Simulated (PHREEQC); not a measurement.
Make-up at 25 °C and 100 atm: 3.4 mol HCl and 0.33 mol BaCl2 per kg of water. Closed to the air; pH follows from the charge balance.

All values are PHREEQC results (Pitzer model, pitzer.dat), not measurements.

Problem. The ionic strength comes out as 4.39 mol/kgw. What activity coefficients do Cl-, H+, Ba+2 get?

Solution. Cl- 0.58, H+ 4.4, Ba+2 1.1. Single-ion values are on the MacInnes scale.

Precipitation was switched off in this run. In brines, pH and single-ion activities rest on the MacInnes convention. Under pressure, the constants of complexes without a molar volume in the database are unreliable.
